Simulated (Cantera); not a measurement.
A perfectly stirred reactor is fed with CO : O2 : H2O : N2 = 0.025 : 0.0095 : 0.045 : 1 (molar parts), equivalence ratio 1.3, at 7.80 bar; it is held at 1148 K, and followed from long to short residence time.

Computed with Cantera and GRI-Mech 3.0 (53 species, 325 reactions).

### Question
What does this change do: 0.0082 parts CH4 added?

### Answer
| quantity | before | after |
|---|---|---|
| x(CO) at τ = 0.430 s | 0.00585 | 0.0224 |
| x(O2) at τ = 0.430 s | 0.000504 | 0.00812 |
| x(H2O) at τ = 0.430 s | 0.0413 | 0.0417 |
| x(O) at τ = 0.430 s | 8.02e-8 | 4.00e-10 |
| x(H2O2) at τ = 0.430 s | 5.70e-8 | 2.47e-9 |
| x(CO) at τ = 12.0 ms | 0.0183 | 0.0230 |
| x(O2) at τ = 12.0 ms | 0.00646 | 0.00873 |
| x(H2O) at τ = 12.0 ms | 0.0416 | 0.0414 |
| x(O) at τ = 12.0 ms | 8.12e-7 | 1.45e-10 |
| x(H2O2) at τ = 12.0 ms | 1.68e-6 | 3.61e-10 |
